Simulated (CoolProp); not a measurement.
Values from CoolProp's reference Helmholtz-energy equation of state, Zhou 2011.

Problem. Give the vapour pressure (MPa), vapour Z, surface tension (mN/m) of saturated dimethyl carbonate at 181.15, 211.45 °C.

Solution. 
| T (°C) | p (MPa) | vapour Z | surface tension (mN/m) |
|---|---|---|---|
| 181.15 | 0.952 | 0.853 | 7.87 |
| 211.45 | 1.64 | 0.779 | 4.84 |

Surface tension comes from a separate correlation (Mulero 2014).
